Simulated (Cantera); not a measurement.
Input: 1 mol CuO, 7.5 mol C, 0.045 mol CO, at 0.0100 bar.

Method: chemical equilibrium by Gibbs-energy minimisation in Cantera with the NASA 1993 tables (ideal gas, pure condensed phases). Candidate condensed phases: C, Cu, CuO, Cu₂O; 15 gas species. Kinetics and transport are ignored.

### Question
What share of the Cu ends up in condensed phases as a function of T (K), at 1773, 1798, 1823, 1848, 1873, 1898, 1923, 1948, 1973, 1998, 2023, 2048?

### Answer
```
T (K)  Cu condensed (%)     as
-----  ----------------  -----
1773               95.7  Cu(l)
1798               94.1  Cu(l)
1823               92.1  Cu(l)
1848               89.2  Cu(l)
1873               85.4  Cu(l)
1898               80.2  Cu(l)
1923               73.0  Cu(l)
1948               62.6  Cu(l)
1973               47.1  Cu(l)
1998               22.6  Cu(l)
2023                0.0      -
2048                0.0      -
```
